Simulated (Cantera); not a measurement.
An isothermal, constant-pressure homogeneous reactor starts with N2O : N2 = 1 : 3.2 (molar parts), at 1050 K and 0.132 atm.

Detailed kinetics in Cantera: GRI-Mech 3.0 (53 species, 325 reactions). GRI-Mech 3.0 was tuned for natural gas; its chemistry of N2O as a main component is partial and can be far from experiment. The mechanism lacks the step 2 NO + O2 → 2 NO2, which can matter for NO2 below about 1400 K. The temperature is held fixed by assumption; the heat of reaction is taken as removed at once.

### Question
Predict: x(N2O) at 100 s; x(O2) at 100 s; x(N2) at 100 s; x(NO) at 100 s; x(NO2) at 100 s; x(O) at 100 s.

### Answer
| Quantity | Result |
|---|---|
| x(N2O) at 100 s | 0.169 (gas-phase equilibrium 1.23e-9) |
| x(O2) at 100 s | 0.0292 (gas-phase equilibrium 0.106) |
| x(N2) at 100 s | 0.798 (gas-phase equilibrium 0.894) |
| x(NO) at 100 s | 0.00323 (gas-phase equilibrium 4.02e-5) |
| x(NO2) at 100 s | 6.53e-6 (gas-phase equilibrium 4.03e-7) |
| x(O) at 100 s | 1.19e-7 (gas-phase equilibrium 6.01e-10) |
